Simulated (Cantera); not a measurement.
Charge: 1 mol Al, 1.9 mol NH3, 220 mol H2, held at 130 Pa.

These are equilibrium values from Cantera (NASA tables, ideal gas, pure condensed phases), not measurements of a reactor. Candidate condensed phases: Al, AlN; 13 gas species. Equilibrium is a limit: real reactors are often held back by kinetics, nucleation or transport.

**Question.** Which condensed phases are stable at each of these points (T (K)): 1248, 1323, 1398, 1473, 1548, 1623, 1698, 1773, 1848, 1923?

**Answer.** 
```json
[
 {"T (K)": "1248", "condensed phases": "AlN(s)", "Al condensed (%)": "100.0"},
 {"T (K)": "1323", "condensed phases": "AlN(s)", "Al condensed (%)": "100.0"},
 {"T (K)": "1398", "condensed phases": "AlN(s)", "Al condensed (%)": "100.0"},
 {"T (K)": "1473", "condensed phases": "AlN(s)", "Al condensed (%)": "99.7"},
 {"T (K)": "1548", "condensed phases": "AlN(s)", "Al condensed (%)": "96.7"},
 {"T (K)": "1623", "condensed phases": "AlN(s)", "Al condensed (%)": "71.8"},
 {"T (K)": "1698", "condensed phases": "gas only", "Al condensed (%)": "0.0"},
 {"T (K)": "1773", "condensed phases": "gas only", "Al condensed (%)": "0.0"},
 {"T (K)": "1848", "condensed phases": "gas only", "Al condensed (%)": "0.0"},
 {"T (K)": "1923", "condensed phases": "gas only", "Al condensed (%)": "0.0"}
]
```

From 1248 K to 1623 K the condensed part is AlN(s). From 1698 K to 1923 K nothing is condensed.
